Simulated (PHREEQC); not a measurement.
Make-up at 7.4 °C: 0.15 mol/kgw HCl, 0.2 mol/kgw CuSO4 and 0.00025 mol/kgw MgCl2. Closed to the air; pH follows from the charge balance.

Equilibrium calculation in PHREEQC: ion-association model, phreeqc.dat.

Each row changes one thing in this solution. This is a speciation only: nothing precipitates in the calculation.

```tsv
case	pH	ionic strength (mol/kgw)	Cl- (mol/kgw)	Cu+2 (mol/kgw)	HSO4- (mol/kgw)	CuSO4 (mol/kgw)
as made	1.22	0.531	0.145	0.128	0.0714	0.0665
MgCl2 from 0.00025 to 0.0025 mol/kgw	1.22	0.537	0.149	0.129	0.0712	0.0660
MgCl2 from 0.00025 to 0.000375 mol/kgw	1.22	0.531	0.145	0.128	0.0714	0.0665
MgCl2 from 0.00025 to 0.00125 mol/kgw	1.22	0.534	0.147	0.128	0.0713	0.0663
MgCl2 from 0.00025 to 5e-05 mol/kgw	1.22	0.530	0.145	0.128	0.0715	0.0665
diluted 10-fold with water	2.02	0.0654	0.0149	0.0144	0.00376	0.00548
```

Species that the database lacks are ignored. Constants without temperature data keep their 25 °C values here.
